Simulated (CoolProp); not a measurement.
The numbers come from the reference Helmholtz-energy equation of state, Guder 2009 in CoolProp.

### Question
For sulfur hexafluoride, give the phase and the cp (kJ/(kg K)), Joule-Thomson coefficient (K/MPa), Prandtl number at 89.55 °C and 0.462 bar; 89.55 °C and 1.12 bar; 89.55 °C and 2.72 bar.

### Answer
- 89.55 °C and 0.462 bar: gas; cp 0.757, Joule-Thomson coefficient 5.47, Prandtl number 0.769
- 89.55 °C and 1.12 bar: gas; cp 0.758, Joule-Thomson coefficient 5.49, Prandtl number 0.769
- 89.55 °C and 2.72 bar: gas; cp 0.762, Joule-Thomson coefficient 5.55, Prandtl number 0.770

Viscosity comes from a separate model (Quiñones-Cisneros 2012). Thermal conductivity comes from a separate model (Assael 2012).
